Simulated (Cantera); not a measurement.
Input (Python, Cantera) and output of one run.

```python
import numpy as np
import cantera as ct

gas_names = """
    H HNO HNO2 HNO3 HO2 H2 H2O H2O2 N NH NH2 NH3 NH2OH NO NO2 NO3 N2 N2H2 N2H4 N2O O OH O2 O3 V VN VO
    VO2
""".split()
cond_names = """
    H2O(s) H2O(L) V(cr) V(L) VN(s) VO(s) VO(L) V2O3(s) V2O3(L) V2O4(I) V2O4(II) V2O4(L) V2O5(s) V2O5(L)
""".split()


def load(file, names, dense=False):
    # The tables refer to 1 bar. Condensed volumes are neglected.
    table = {s.name: s for s in ct.Species.list_from_file(file)}
    out = []
    for n in names:
        d = dict(table[n].input_data)
        d["thermo"] = dict(d["thermo"], **{"reference-pressure": 1e5})
        if dense:
            d["equation-of-state"] = {"model": "constant-volume", "density": "1e6 g/cm^3"}
        out.append(ct.Species.from_dict(d))
    return out


gas = ct.Solution(thermo="ideal-gas", species=load("nasa_gas.yaml", gas_names))
cond = {s.name: ct.Solution(thermo="fixed-stoichiometry", species=[s], name=s.name)
        for s in load("nasa_condensed.yaml", cond_names, dense=True)}
atoms = {
    'V2O3': {'V': 2, 'O': 3},
    'H2': {'H': 2},
    'N2': {'N': 2},
}
top_T = {'VN(s)': 2300}  # K; cautious upper limits of use, not melting points


def equilibrate(T, P, feed):
    n = {}
    for name, mol in feed.items():
        for a, k in atoms[name].items():
            n[a] = n.get(a, 0.0) + k * mol
    gas.TPX = T, P, n
    mass = sum(n.values()) * gas.mean_molecular_weight
    gas.equilibrate("TP")
    valid = [c for c in cond.values() if c.min_temp <= T <= top_T.get(c.name, c.max_temp)]
    mix = ct.Mixture([(gas, mass / gas.mean_molecular_weight)] + [(c, 0.0) for c in valid])
    mix.T, mix.P = T, P
    mix.equilibrate("TP", solver="vcs", rtol=1e-11, max_steps=5000)
    return mix


results = []
feed = {'V2O3': 1, 'H2': 2100, 'N2': 59}  # mol
P = 13332.2  # Pa
for T in [1398, 1473, 1548, 1623, 1698, 1773, 1848, 1923, 1998]:
    mix = equilibrate(T, P, feed)
    results.append((T, P, feed, dict(zip(mix.species_names, mix.species_moles))))
    x = sorted(zip(gas.X, gas.species_names), reverse=True)
    print(f"T = {T:g} K  P = {P:g} Pa  gas = {mix.phase_moles(0):.4g} mol")
    print("   x: " + "  ".join(f"{s} {v:.3e}" for v, s in x if v > 0.0001))
    print("   condensed (mol): " + ("  ".join(f"{mix.phase(i).name} {mix.phase_moles(i):.4g}"
          for i in range(1, mix.n_phases) if mix.phase_moles(i) > 1e-12) or "none"))
```

It prints:

```
T = 1398 K  P = 13332.2 Pa  gas = 2158 mol
   x: H2 9.717e-01  N2 2.688e-02  H2O 1.390e-03
   condensed (mol): VN(s) 2
T = 1473 K  P = 13332.2 Pa  gas = 2158 mol
   x: H2 9.718e-01  N2 2.698e-02  H2O 1.171e-03
   condensed (mol): VN(s) 1.528  VO(s) 0.4722
T = 1548 K  P = 13332.2 Pa  gas = 2159 mol
   x: H2 9.719e-01  N2 2.707e-02  H2O 9.904e-04
   condensed (mol): VN(s) 1.138  VO(s) 0.8621
T = 1623 K  P = 13332.2 Pa  gas = 2159 mol
   x: H2 9.718e-01  N2 2.714e-02  H2O 8.477e-04  H 1.866e-04
   condensed (mol): VN(s) 0.8301  VO(s) 1.17
T = 1698 K  P = 13332.2 Pa  gas = 2159 mol
   x: H2 9.717e-01  N2 2.719e-02  H2O 7.333e-04  H 3.904e-04
   condensed (mol): VN(s) 0.5834  VO(s) 1.416
T = 1773 K  P = 13332.2 Pa  gas = 2160 mol
   x: H2 9.714e-01  N2 2.723e-02  H 7.679e-04  H2O 6.402e-04
   condensed (mol): VN(s) 0.3828  VO(s) 1.616
T = 1848 K  P = 13332.2 Pa  gas = 2160 mol
   x: H2 9.707e-01  N2 2.726e-02  H 1.431e-03  H2O 5.635e-04
   condensed (mol): VN(s) 0.2172  VO(s) 1.779
T = 1923 K  P = 13332.2 Pa  gas = 2162 mol
   x: H2 9.697e-01  N2 2.728e-02  H 2.541e-03  H2O 4.994e-04
   condensed (mol): VN(s) 0.07623  VO(s) 1.908
T = 1998 K  P = 13332.2 Pa  gas = 2164 mol
   x: H2 9.679e-01  N2 2.727e-02  H 4.322e-03  H2O 4.718e-04
   condensed (mol): VO(s) 1.941
```

These are equilibrium values from Cantera (NASA tables, ideal gas, pure condensed phases), not measurements of a reactor. Mutual solubility and eutectic melting of coexisting phases are not modelled. VN, VO: taken at fixed stoichiometry. Condensed phases not in the tables: solid solutions among these carbides, nitrides and lower oxides, V2N.
